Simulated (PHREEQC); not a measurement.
PHREEQC input (ion-association model, wateq4f.dat):

```
SOLUTION_MASTER_SPECIES
  An  An-  0  An  62.0  # stands for a non-complexing anion
SOLUTION_SPECIES
  An- = An-
    -log_k 0
    -gamma 3.0 0
PHASES
  Fix_H+
    H+ = H+
    -log_k 0
SOLUTION 1
  temp 25
  units mmol/kgw
  pH 7 charge
  B 0.0064
  Na 50
  An 50
END
SELECTED_OUTPUT 1
  -reset false
  -pH true
  -pe true
  -ionic_strength true
  -water true
  -totals B Na
  -molalities Hfo_wOH Hfo_wOH2+ Hfo_wO- Hfo_sOH Hfo_sOH2+ Hfo_sO- Hfo_wH2BO3
USER_PUNCH 1
  -headings sigma psi
  10 PUNCH EDL("sigma", "Hfo"), EDL("psi", "Hfo")
PRINT
  -reset false
USE solution 1
SURFACE 1
  Hfo_wOH 0.000292135 600 0.13
  Hfo_sOH 7.30337e-06
EQUILIBRIUM_PHASES 1
  Fix_H+ -4 HAn 10
    -force_equality true
  O2(g) -0.68 10
END
# ... the last block is repeated for the other 16 points of pH, with NaOH or the acid as the point needs
```

Selected output (columns that matter, 15 of 17 rows; pH added in front):

```
pH	mu	B	Na	m_Hfo_wOH	m_Hfo_wOH2+	m_Hfo_wO-	m_Hfo_sOH	m_Hfo_sOH2+	m_Hfo_sO-	m_Hfo_wH2BO3	sigma	psi
4	0.050236	6.3984e-06	0.05	5.9694e-05	0.00023209	3.5173e-07	1.4924e-06	5.8022e-06	8.7933e-09	1.6135e-09	0.29385	0.15974
4.5	0.050133	6.3973e-06	0.05	0.00010167	0.00018921	1.2514e-06	2.5417e-06	4.7304e-06	3.1285e-08	2.7474e-09	0.23834	0.14909
5	0.050085	6.3961e-06	0.05	0.00014316	0.00014575	3.2214e-06	3.5791e-06	3.6438e-06	8.0535e-08	3.8678e-09	0.18073	0.13501
5.5	0.050056	6.3952e-06	0.05	0.0001766	0.00010898	6.5558e-06	4.415e-06	2.7245e-06	1.639e-07	4.7696e-09	0.12987	0.11829
6.5	0.050024	6.3943e-06	0.05	0.00021324	6.2121e-05	1.6769e-05	5.3311e-06	1.553e-06	4.1923e-07	5.7465e-09	0.057507	0.078419
7	0.050014	6.3941e-06	0.05	0.00022022	4.9445e-05	2.2468e-05	5.5055e-06	1.2362e-06	5.6172e-07	5.9051e-09	0.034207	0.055531
7.5	0.050007	6.3941e-06	0.05	0.00022325	4.108e-05	2.7795e-05	5.5815e-06	1.027e-06	6.9488e-07	5.8946e-09	0.016847	0.031067
8	0.050001	6.3944e-06	0.05	0.00022422	3.5095e-05	3.2817e-05	5.6055e-06	8.7738e-07	8.2044e-07	5.646e-09	0.002888	0.0056452
8.5	0.050009	6.3951e-06	0.050014	0.00022386	3.0013e-05	3.8252e-05	5.5967e-06	7.5034e-07	9.5632e-07	4.9174e-09	-0.010447	-0.019955
9	0.050026	6.3965e-06	0.050036	0.0002219	2.4869e-05	4.5359e-05	5.5476e-06	6.2173e-07	1.134e-06	3.4724e-09	-0.025982	-0.044929
9.5	0.050062	6.3982e-06	0.050081	0.00021696	1.9296e-05	5.5882e-05	5.4239e-06	4.824e-07	1.3971e-06	1.7778e-09	-0.046392	-0.068568
10.5	0.050441	6.3998e-06	0.050485	0.00018784	8.4319e-06	9.5863e-05	4.696e-06	2.108e-07	2.3966e-06	2.116e-10	-0.11086	-0.11016
11	0.051304	6.3999e-06	0.051368	0.0001584	4.4459e-06	0.00012929	3.96e-06	1.1115e-07	3.2322e-06	5.7992e-11	-0.1583	-0.12767
11.5	0.054013	6.4e-06	0.0541	0.00011783	1.8442e-06	0.00017246	2.9457e-06	4.6105e-08	4.3115e-06	1.3703e-11	-0.21635	-0.14224
12	0.062671	6.4e-06	0.062784	6.9565e-05	4.9922e-07	0.00022207	1.7391e-06	1.248e-08	5.5517e-06	2.5293e-12	-0.28096	-0.15179
```

Complexes and solids missing from the database can't appear.
